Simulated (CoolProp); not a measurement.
Values from CoolProp's reference Helmholtz-energy equation of state, Platzer 1990. This equation is an older, rougher fit.

**Question.** For CF4 (R14), give the phase and the Joule-Thomson coefficient (K/MPa) at 383.2 K and 18.4 kPa.

**Answer.** 
- 383.2 K and 18.4 kPa: gas; Joule-Thomson coefficient 3.10
